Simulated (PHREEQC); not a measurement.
Solution (25 °C): 71 mmol/kgw CdCl2 and 170 mmol/kgw CdSO4. Closed to the air; pH follows from the charge balance.

Model: ion-association model, phreeqc.dat, run in PHREEQC.

This is a speciation only: nothing precipitates in the calculation.

Q: Order these Cl species by the share of Cl that they hold, largest first: Cl-, CdCl+, CdCl2, CdCl3-.

A: CdCl+ (56 %), Cl- (34 %), CdCl2 (10 %), CdCl3- (0.46 %)

The pH is 5.52 and the ionic strength 0.356 mol/kgw. Complexes and solids missing from the database can't appear.
